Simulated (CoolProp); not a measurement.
Methane at several states: density (kg/m³) from the reference equation and from simpler models built on Tc = 190.6 K, pc = 4.599 MPa, ω = 0.011; each cubic takes its own stable root.

The numbers come from the reference Helmholtz-energy equation of state, Setzmann 1991 in CoolProp.

```
T (K)  p (MPa)          phase  reference
-----  -------  -------------  ---------
390.6   0.0115            gas    0.05681
423       15.1  supercritical      69.92
103.9    0.309         liquid      433.7
180.8     4.63         liquid      287.8
324       6.05  supercritical      38.70
481.5       12  supercritical      47.82
```

Task: How far does each simpler model (van der Waals, Redlich-Kwong, Peng-Robinson) lie from the reference over these 6 states: mean and median of the absolute difference, and the worst?

Result: 
- van der Waals: mean 12.0 %, median 3.6 %, worst -31.4 % at 103.9 K and 0.309 MPa
- Redlich-Kwong: mean 2.3 %, median 0.8 %, worst -10.4 % at 180.8 K and 4.63 MPa
- Peng-Robinson: mean 3.0 %, median 1.6 %, worst +12.7 % at 103.9 K and 0.309 MPa
